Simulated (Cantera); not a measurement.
Input: 1 mol Si3N4, 3.8 mol H2, held at 1225 K and 1.33 mbar.

Equilibrium computed with Cantera from the NASA thermochemical tables; the gas is ideal and each condensed phase is pure. Candidate condensed phases: Si, Si3N4; 18 gas species. Rates play no part.

Base state: H2 1.000, N2 4.57e-5 (mole fractions); condensed: Si3N4(s).

Q: What changes in the equilibrium state with this change: temperature from 1225 K to 1500 K?

A: 
```json
[
 {"species": "H2", "before": "1.000", "after": "0.964"},
 {"species": "N2", "before": "4.57e-5", "after": "0.0356"},
 {"species": "H", "before": "8.54e-6", "after": "0.000473"},
 {"species": "Si3N4(s), mol", "before": "1.000", "after": "0.930"},
 {"species": "Si(s), mol", "before": "0", "after": "0.210"}
]
```
Mutual solubility and eutectic melting of coexisting phases are not modelled.
